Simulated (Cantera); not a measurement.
Cantera run:

```python
import numpy as np
import cantera as ct

gas_names = """
    CL CL2 H HCL H2 Si SiCL SiCL2 SiCL3 SiCL4 SiH SiHCL3 SiH2 SiH2CL2 SiH3 SiH3CL SiH4 Si2 Si3
""".split()
cond_names = """
    Si(cr) Si(L)
""".split()


# ... load() reads the species with a 1 bar reference pressure and builds the phases ...
atoms = {
    'Si': {'Si': 1},
    'HCl': {'H': 1, 'CL': 1},
    'H2': {'H': 2},
    'Cl2': {'CL': 2},
}
top_T = {}  # K; cautious upper limits of use, not melting points


# ... equilibrate(T, P, feed) seeds the gas with the atoms and calls Mixture.equilibrate('TP', solver="vcs", rtol=1e-11, max_steps=5000) ...
results = []
feed = {'Si': 1, 'HCl': 5.5, 'H2': 0.34, 'Cl2': 0.88}  # mol
T = 1398.15  # K
for P in [10000, 26000, 67000, 170000, 450000, 1200000, 3000000]:
    mix = equilibrate(T, P, feed)
    results.append((T, P, feed, dict(zip(mix.species_names, mix.species_moles))))
    x = sorted(zip(gas.X, gas.species_names), reverse=True)
    print(f"T = {T:g} K  P = {P:g} Pa  gas = {mix.phase_moles(0):.4g} mol")
    print("   x: " + "  ".join(f"{s} {v:.3e}" for v, s in x if v > 1e-05))
    print("   condensed (mol): " + ("  ".join(f"{mix.phase(i).name} {mix.phase_moles(i):.4g}"
          for i in range(1, mix.n_phases) if mix.phase_moles(i) > 1e-12) or "none"))
```

Result:

```
T = 1398.15 K  P = 10000 Pa  gas = 5.818 mol
   x: HCL 5.979e-01  H2 2.302e-01  SiCL4 1.427e-01  SiCL3 1.682e-02  SiCL2 8.464e-03  SiHCL3 3.859e-03  SiH2CL2 1.568e-05  CL 1.539e-05
   condensed (mol): none
T = 1398.15 K  P = 26000 Pa  gas = 5.775 mol
   x: HCL 5.880e-01  H2 2.388e-01  SiCL4 1.534e-01  SiCL3 1.161e-02  SiHCL3 4.377e-03  SiCL2 3.754e-03  SiH2CL2 1.876e-05
   condensed (mol): none
T = 1398.15 K  P = 67000 Pa  gas = 5.751 mol
   x: HCL 5.824e-01  H2 2.437e-01  SiCL4 1.599e-01  SiCL3 7.690e-03  SiHCL3 4.700e-03  SiCL2 1.579e-03  SiH2CL2 2.076e-05
   condensed (mol): none
T = 1398.15 K  P = 170000 Pa  gas = 5.738 mol
   x: HCL 5.794e-01  H2 2.464e-01  SiCL4 1.637e-01  SiCL3 4.996e-03  SiHCL3 4.890e-03  SiCL2 6.511e-04  SiH2CL2 2.195e-05
   condensed (mol): none
T = 1398.15 K  P = 450000 Pa  gas = 5.73 mol
   x: HCL 5.776e-01  H2 2.479e-01  SiCL4 1.661e-01  SiHCL3 5.008e-03  SiCL3 3.135e-03  SiCL2 2.527e-04  SiH2CL2 2.269e-05
   condensed (mol): none
T = 1398.15 K  P = 1.2e+06 Pa  gas = 5.726 mol
   x: HCL 5.766e-01  H2 2.488e-01  SiCL4 1.675e-01  SiHCL3 5.077e-03  SiCL3 1.943e-03  SiCL2 9.622e-05  SiH2CL2 2.312e-05
   condensed (mol): none
T = 1398.15 K  P = 3e+06 Pa  gas = 5.724 mol
   x: HCL 5.760e-01  H2 2.493e-01  SiCL4 1.683e-01  SiHCL3 5.116e-03  SiCL3 1.237e-03  SiCL2 3.882e-05  SiH2CL2 2.337e-05
   condensed (mol): none
```

Equilibrium computed with Cantera from the NASA thermochemical tables; the gas is ideal and each condensed phase is pure. The tables' values for SiCl3 are old estimates; treat these amounts as uncertain.
